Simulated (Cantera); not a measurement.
An isothermal, constant-pressure homogeneous reactor starts with 87.7 % NO, 12.3 % N2, at 2050 K and 0.987 atm.

Model: GRI-Mech 3.0 (53 species, 325 reactions), integrated in Cantera.

One state of this run: x NO = 0.0106; x N2 = 0.556; x O2 = 0.433; x O = 0.000644; x N2O = 4.99e-7. x: mole fraction; the columns are a selection and need not sum to one.

Question: Which value of t (s) does it belong to?
A. 0.000419
B. 20.0
C. 0.0424
D. 0.198

Answer: B, 20.0
